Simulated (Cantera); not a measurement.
Feed: 1 mol Cr, 34 mol N₂, 0.23 mol N₂O, held at 2227 °C and 10.0 mbar.

These are equilibrium values from Cantera (NASA tables, ideal gas, pure condensed phases), not measurements of a reactor. Candidate condensed phases: Cr, CrN, Cr₂N, Cr₂O₃; 14 gas species. The numbers say what is thermodynamically allowed, not how fast it happens.

### Question
What is the equilibrium state?

### Answer
| Quantity | Value |
|---|---|
| x(N₂) | 0.970 |
| x(Cr) | 0.0241 |
| x(CrO) | 0.00403 |
| x(O) | 0.00138 |
| x(NO) | 0.000528 |
| x(CrO₂) | 0.000204 |
| x(O₂) | 9.00e-5 |
| x(N) | 2.88e-6 |
| gas amount | 35.29 mol |
| log10 activity of Cr(l) (absent) | -2.53 |
